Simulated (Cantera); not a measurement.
Cantera run:

```python
import numpy as np
import cantera as ct

gas_names = """
    C CH CH2 CH3 CH2OH CH3O CH4 CH3OH CO CO2 COOH C2 C2H CHCO,ketyl C2H2,acetylene C2H2,vinylidene
    CH2CO,ketene C2H3,vinyl CH3CO,acetyl C2H4 C2H4O,ethylen CH3CHO,ethanal CH3COOH (HCOOH)2 C2H5 C2H6
    CH3OCH3 C2H5OH C2O C3 C3H3,propargyl C3H4,allene C3H4,propyne C3H4,cyclo- C3H5,allyl C3H6,propylene
    C3H6,cyclo- C3H6O C3H7,n-propyl C3H7,i-propyl C3H8 C3H8O,1propanol C3H8O,2propanol C3O2 C4 C4H2
    C4H4,1,3-cyclo- C4H6,butadiene C4H6,2-butyne C4H6,cyclo- C4H8,1-butene C4H8,cis2-buten
    C4H8,tr2-butene C4H8,isobutene C4H8,cyclo- (CH3COOH)2 C4H9,n-butyl C4H9,i-butyl C4H9,s-butyl
    C4H9,t-butyl C4H10,isobutane C4H10,n-butane C5 C5H6,1,3cyclo- C5H8,cyclo- C5H10,1-pentene
    C5H10,cyclo- C5H11,pentyl C5H11,t-pentyl C5H12,n-pentane C5H12,i-pentane CH3C(CH3)2CH3 C6H2
    C6H5,phenyl C6H5O,phenoxy C6H6 C6H5OH,phenol C6H10,cyclo- C6H12,1-hexene C6H12,cyclo- C6H13,n-hexyl
    C7H7,benzyl C7H8 C7H8O,cresol C7H14,1-heptene C7H15,n-heptyl C7H16,n-heptane C8H8,styrene
    C8H10,ethylbenz C8H16,1-octene C8H17,n-octyl C8H18,isooctane C8H18,n-octane C9H19,n-nonyl
    C10H8,naphthale C10H21,n-decyl C12H9,o-bipheny C12H10,bipheny H HCO HO2 H2 HCHO,formaldehy HCOOH H2O
    H2O2 Mg MgH MgO MgOH MgO2H2 Mg2 O OH O2 O3
""".split()
cond_names = """
    C(gr) C6H6(L) C7H8(L) C8H18(L),n-octa H2O(s) H2O(L) Mg(cr) Mg(L) MgCO3(s) MgO(s) MgO(L) MgO2H2(s)
""".split()


def load(file, names, dense=False):
    # The tables refer to 1 bar. Condensed volumes are neglected.
    table = {s.name: s for s in ct.Species.list_from_file(file)}
    out = []
    for n in names:
        d = dict(table[n].input_data)
        d["thermo"] = dict(d["thermo"], **{"reference-pressure": 1e5})
        if dense:
            d["equation-of-state"] = {"model": "constant-volume", "density": "1e6 g/cm^3"}
        out.append(ct.Species.from_dict(d))
    return out


gas = ct.Solution(thermo="ideal-gas", species=load("nasa_gas.yaml", gas_names))
cond = {s.name: ct.Solution(thermo="fixed-stoichiometry", species=[s], name=s.name)
        for s in load("nasa_condensed.yaml", cond_names, dense=True)}
atoms = {
    'MgCO3': {'Mg': 1, 'C': 1, 'O': 3},
    'H2': {'H': 2},
    'O2': {'O': 2},
}
top_T = {'C(gr)': 4500}  # K; cautious upper limits of use, not melting points


def equilibrate(T, P, feed):
    n = {}
    for name, mol in feed.items():
        for a, k in atoms[name].items():
            n[a] = n.get(a, 0.0) + k * mol
    gas.TPX = T, P, n
    mass = sum(n.values()) * gas.mean_molecular_weight
    gas.equilibrate("TP")
    valid = [c for c in cond.values() if c.min_temp <= T <= top_T.get(c.name, c.max_temp)]
    mix = ct.Mixture([(gas, mass / gas.mean_molecular_weight)] + [(c, 0.0) for c in valid])
    mix.T, mix.P = T, P
    mix.equilibrate("TP", solver="vcs", rtol=1e-11, max_steps=5000)
    return mix


results = []
T = 1050  # K
P = 11000  # Pa
for m in [0.037, 0.043, 0.05, 0.058, 0.068, 0.079, 0.091, 0.11, 0.12, 0.14, 0.17]:
    feed = {'MgCO3': 1, 'H2': 0.19, 'O2': m}  # mol
    mix = equilibrate(T, P, feed)
    results.append((T, P, feed, dict(zip(mix.species_names, mix.species_moles))))

top = {s: max(r[3][s] / sum(r[3][g] for g in gas_names) for r in results) for s in gas_names}
cols = sorted((s for s in top if top[s] > 0.0001), key=lambda s: -top[s])[:5]
seen = [c for c in cond_names if any(r[3].get(c, 0) > 1e-12 for r in results)]
print("log10 of partial pressures in bar; condensed amounts in mol")
print(f"{'n(O2)':>10s}" + "".join(f"{s[:9]:>10s}" for s in cols + seen))
for T, P, feed, n in results:
    ng = sum(n[g] for g in gas_names)
    print(f"{feed['O2']:10.4g}" + "".join(f"{np.log10(max(n[s] / ng * P / 1e5, 1e-99)):10.3f}" for s in cols)
          + "".join(f"{n.get(c, 0):10.4g}" for c in seen))
```

Output:

```
log10 of partial pressures in bar; condensed amounts in mol
     n(O2)       CO2       H2O        CO        O2        H2    MgO(s)
     0.037    -1.078    -1.806    -2.056   -17.068    -2.714         1
     0.043    -1.073    -1.801    -2.104   -16.964    -2.760         1
      0.05    -1.067    -1.794    -2.167   -16.827    -2.822         1
     0.058    -1.061    -1.787    -2.252   -16.645    -2.907         1
     0.068    -1.054    -1.778    -2.389   -16.355    -3.042         1
     0.079    -1.046    -1.769    -2.616   -15.884    -3.269         1
     0.091    -1.037    -1.759    -3.219   -14.662    -3.869         1
      0.11    -1.040    -1.761    -9.121    -2.864    -9.771         1
      0.12    -1.043    -1.764    -9.233    -2.645    -9.883         1
      0.14    -1.050    -1.772    -9.364    -2.397   -10.015         1
      0.17    -1.061    -1.782    -9.481    -2.186   -10.131         1
```

Method: chemical equilibrium by Gibbs-energy minimisation in Cantera with the NASA 1993 tables (ideal gas, pure condensed phases).
